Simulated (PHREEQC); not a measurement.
Consider water at 20 °C with 3.2 mol LiCl, 0.0016 mol Na2B4O7 and 5 mol NaCl per kg of water. Closed to the air; pH follows from the charge balance.

The numbers come from PHREEQC with the Pitzer model, pitzer.dat.

This is a speciation only: nothing precipitates in the calculation.

Predict the pH, density.

pH 7.58; density 1.213 g/cm³.

In which forms is B present?

B(OH)4- 50 %, B(OH)3 50 % of the B.

Examples of supersaturated solids here: Halite. Others may be too. Species that the database lacks are ignored. In brines, pH and single-ion activities rest on the MacInnes convention.
